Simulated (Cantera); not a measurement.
What does this Cantera script print?

```python
import numpy as np
import cantera as ct

gas_names = """
    CL CL2 H HCL H2 Si SiCL SiCL2 SiCL3 SiCL4 SiH SiHCL3 SiH2 SiH2CL2 SiH3 SiH3CL SiH4 Si2 Si3
""".split()
cond_names = """
    Si(cr) Si(L)
""".split()


# ... load() reads the species with a 1 bar reference pressure and builds the phases ...
atoms = {
    'Si': {'Si': 1},
    'Cl2': {'CL': 2},
    'H2': {'H': 2},
}
top_T = {}  # K; cautious upper limits of use, not melting points


# ... equilibrate(T, P, feed) seeds the gas with the atoms and calls Mixture.equilibrate('TP', solver="vcs", rtol=1e-11, max_steps=5000) ...
results = []
feed = {'Si': 1, 'Cl2': 2, 'H2': 5.8}  # mol
T = 800  # K
P = 670000  # Pa
mix = equilibrate(T, P, feed)
results.append((T, P, feed, dict(zip(mix.species_names, mix.species_moles))))
x = sorted(zip(gas.X, gas.species_names), reverse=True)
print(f"T = {T:g} K  P = {P:g} Pa  gas = {mix.phase_moles(0):.4g} mol")
print("   x: " + "  ".join(f"{s} {v:.3e}" for v, s in x if v > 1e-05))
print("   condensed (mol): " + ("  ".join(f"{mix.phase(i).name} {mix.phase_moles(i):.4g}"
      for i in range(1, mix.n_phases) if mix.phase_moles(i) > 1e-12) or "none"))
```

Output:

```
T = 800 K  P = 670000 Pa  gas = 6.8 mol
   x: H2 8.427e-01  SiCL4 1.368e-01  HCL 1.027e-02  SiHCL3 1.015e-02  SiH2CL2 6.080e-05
   condensed (mol): none
```

Method: chemical equilibrium by Gibbs-energy minimisation in Cantera with the NASA 1993 tables (ideal gas, pure condensed phases).
